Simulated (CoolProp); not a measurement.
Decamethylcyclopentasiloxane (D5) along the isobar 23.6 bar: Z from the reference equation and from simpler models built on Tc = 618.3 K, pc = 10.78 bar, ω = 0.631; each cubic takes its own stable root.

Computed with CoolProp (reference Helmholtz-energy equation of state, Thol 2019).

| T (K) | phase | reference | Redlich-Kwong | Peng-Robinson |
|---|---|---|---|---|
| 313.9 | liquid | 0.3565 | 0.4392 | 0.3728 |
| 328.8 | liquid | 0.3461 | 0.4250 | 0.3594 |
| 343.7 | liquid | 0.3367 | 0.4124 | 0.3475 |
| 358.7 | liquid | 0.3283 | 0.4011 | 0.3368 |
| 373.6 | liquid | 0.3207 | 0.3912 | 0.3273 |
| 388.5 | liquid | 0.3140 | 0.3824 | 0.3189 |
| 403.4 | liquid | 0.3080 | 0.3747 | 0.3116 |
| 418.4 | liquid | 0.3027 | 0.3680 | 0.3051 |
| 433.3 | liquid | 0.2981 | 0.3622 | 0.2996 |
| 448.2 | liquid | 0.2942 | 0.3574 | 0.2950 |
| 463.2 | liquid | 0.2909 | 0.3534 | 0.2912 |
| 478.1 | liquid | 0.2882 | 0.3502 | 0.2884 |
| 493 | liquid | 0.2862 | 0.3480 | 0.2866 |
| 508 | liquid | 0.2849 | 0.3466 | 0.2858 |
